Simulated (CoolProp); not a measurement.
Vapour-liquid equilibrium of CH2F2 (R32) (1) + methanol (2) at 0.105 MPa; x and y are mole fractions of (1).

Values from CoolProp's multi-fluid Helmholtz-energy mixture model, Tillner-Roth 1997 and de Reuck 1993; pair parameters Bell 2016.

```csv
x,bubble temperature (°C),y at the bubble point,dew temperature at overall composition x (°C),liquid density (mol/L)
0.05,-9.8,0.980,64.1,25.45
0.2,-40.6,0.998,59.8,26.06
0.35,-46.1,0.999,54.8,25.84
0.5,-47.3,0.999,48.7,25.40
0.65,-47.6,0.999,40.7,24.84
0.8,-48.2,0.999,29.1,24.19
0.95,-50.0,1.000,4.1,23.51
```

No azeotrope shows between x = 0.05 and 0.95.

Pair parameters are fitted to limited data, so mixtures are less certain than the pure fluids. With so large a gap from Raoult's law the liquid may split in two, which this calculation doesn't test in full.
